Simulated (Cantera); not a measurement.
An adiabatic, constant-pressure homogeneous reactor starts with CH₄ : O₂ : N₂ : CO₂ = 1 : 5.88 : 22.1 : 0.9 (molar parts), equivalence ratio 0.34, at 1750 K and 1.00 bar.

Computed with Cantera and GRI-Mech 3.0 (53 species, 325 reactions).

x: mole fraction; the columns are a selection and need not sum to one.

```tsv
t (s)	T (K)	x CH₄	x O₂	x CO₂	x C₂H₄	x OH	x HCN
1.00e-6	1750	0.0335	0.197	0.0301	<1e-12	[?]	<1e-12
3.55e-6	1750	0.0335	0.197	0.0301	1.55e-10	[?]	<1e-12
1.26e-5	1750	0.0334	0.197	0.0301	1.67e-8	[?]	<1e-12
4.47e-5	1750	0.0332	0.197	0.0301	1.75e-6	[?]	<1e-12
0.000159	2107	1.52e-7	0.133	0.0367	1.70e-10	[?]	6.14e-8
0.000563	2322	<1e-12	0.128	0.0574	<1e-12	[?]	<1e-12
0.00200	2370	<1e-12	0.128	0.0602	<1e-12	0.00663	<1e-12
0.00710	2368	<1e-12	0.127	0.0603	<1e-12	0.00656	<1e-12
0.0252	2362	<1e-12	0.125	0.0604	<1e-12	0.00640	<1e-12
0.0894	2352	<1e-12	0.123	0.0605	<1e-12	0.00615	<1e-12
0.317	2349	<1e-12	0.122	0.0606	<1e-12	0.00608	<1e-12
1.13	2349	<1e-12	0.122	0.0606	<1e-12	0.00608	<1e-12
4.00	2349	<1e-12	0.122	0.0606	<1e-12	0.00608	<1e-12
```

Task: What belongs in the gaps?

Result: 
- 1.00e-6, x OH: 2.46e-7
- 3.55e-6, x OH: 6.24e-7
- 1.26e-5, x OH: 1.14e-6
- 4.47e-5, x OH: 4.73e-6
- 0.000159, x OH: 0.00991
- 0.000563, x OH: 0.00858
